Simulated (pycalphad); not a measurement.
Computed with pycalphad from the COST 507 light-alloy database (1999), at 1 atm. The database dates from 1999; later assessments differ in places, in temperatures and in the compounds included. Phase fractions are per mole of atoms.

Task: Give the equilibrium state of Si-66.13Sn (wt.%) at 1150 K.

Result: 
```
T = 1150.00 K, P = 101325 Pa, N = 1 mol of atoms
G = -53648 J/mol, H = 24567 J/mol, S = 68.01 J/(mol K)  (SER reference)
chemical potentials (J/mol): Si -37765, Sn -88028
phase             fraction      x(Si)      x(Sn)
DIAMOND_A4          0.6800     1.0000   4.06e-07
LIQUID              0.3200     0.0126     0.9874
```

DIAMOND_A4 is diamond (Si).
